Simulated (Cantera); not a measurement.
**Metals in furnace atmospheres: Pb + CO2 + CO + H2O**

Charge: 1 mol Pb, 5.7 mol CO2, 4.8 mol CO, 0.85 mol H2O, held at 20.0 bar.

Method: chemical equilibrium by Gibbs-energy minimisation in Cantera with the NASA 1993 tables (ideal gas, pure condensed phases). Candidate condensed phases: C, C6H6, C7H8, C8H18, H2O, Pb, PbO, PbO2, Pb3O4; 113 gas species. Gases not in the tables: (PbO)n polymers. Kinetics and transport are ignored.

From 477 °C to 777 °C the condensed part is C(graphite) + Pb(l). From 852 °C to 1452 °C the condensed part is Pb(l).

| T (°C) | x CO2 | x CO | x H2O | x H2 | x Pb | x CH4 | x PbO | x Pb2 | n C(graphite) | n Pb(l) |
|---|---|---|---|---|---|---|---|---|---|---|
| 477 | 0.898 | 0.00898 | 0.0856 | 0.00524 | 4.74e-10 | 0.00175 | <1e-12 | <1e-12 | 2.30 | 1.00 |
| 552 | 0.878 | 0.0312 | 0.0793 | 0.0101 | 7.17e-9 | 0.00183 | <1e-12 | <1e-12 | 2.18 | 1.00 |
| 627 | 0.826 | 0.0860 | 0.0699 | 0.0167 | 6.84e-8 | 0.00175 | <1e-12 | <1e-12 | 1.88 | 1.000 |
| 702 | 0.723 | 0.194 | 0.0571 | 0.0245 | 4.58e-7 | 0.00151 | 2.03e-12 | <1e-12 | 1.27 | 1.000 |
| 777 | 0.562 | 0.363 | 0.0420 | 0.0319 | 2.33e-6 | 0.00117 | 1.71e-11 | 1.49e-11 | 0.174 | 1.000 |
| 852 | 0.533 | 0.392 | 0.0447 | 0.0299 | 9.46e-6 | 0.000174 | 2.01e-10 | 1.55e-10 | 0 | 1.000 |
| 927 | 0.529 | 0.396 | 0.0484 | 0.0264 | 3.22e-5 | 2.48e-5 | 1.90e-9 | 1.20e-9 | 0 | 1.000 |
| 1002 | 0.526 | 0.399 | 0.0514 | 0.0235 | 9.43e-5 | 4.35e-6 | 1.38e-8 | 7.21e-9 | 0 | 0.999 |
| 1077 | 0.523 | 0.402 | 0.0538 | 0.0210 | 0.000245 | 9.18e-7 | 7.96e-8 | 3.52e-8 | 0 | 0.997 |
| 1152 | 0.521 | 0.404 | 0.0558 | 0.0190 | 0.000572 | 2.28e-7 | 3.81e-7 | 1.45e-7 | 0 | 0.993 |
| 1227 | 0.519 | 0.405 | 0.0575 | 0.0173 | 0.00123 | 6.48e-8 | 1.56e-6 | 5.15e-7 | 0 | 0.986 |
| 1302 | 0.517 | 0.406 | 0.0588 | 0.0159 | 0.00244 | 2.08e-8 | 5.53e-6 | 1.61e-6 | 0 | 0.972 |
| 1377 | 0.515 | 0.406 | 0.0598 | 0.0147 | 0.00456 | 7.39e-9 | 1.75e-5 | 4.53e-6 | 0 | 0.948 |
| 1452 | 0.512 | 0.406 | 0.0606 | 0.0137 | 0.00805 | 2.87e-9 | 4.98e-5 | 1.16e-5 | 0 | 0.907 |
x: gas mole fraction; n: condensed amount in mol.
